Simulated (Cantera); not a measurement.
Charge: 1 mol PbO, 0.13 mol CO, 20 mol H2, at 13.3 mbar.

Equilibrium computed with Cantera from the NASA thermochemical tables; the gas is ideal and each condensed phase is pure. Candidate condensed phases: C, C6H6, C7H8, C8H18, H2O, Pb, PbO, PbO2, Pb3O4; 113 gas species. Kinetics and transport are ignored.

What share of the Pb ends up in condensed phases as a function of T (K), at 973, 1073, 1173, 1273, 1373, 1473, 1573?


```tsv
T (K)	Pb condensed (%)	as
973	98.7	Pb(l)
1073	88.9	Pb(l)
1173	34.2	Pb(l)
1273	0.0	-
1373	0.0	-
1473	0.0	-
1573	0.0	-
```
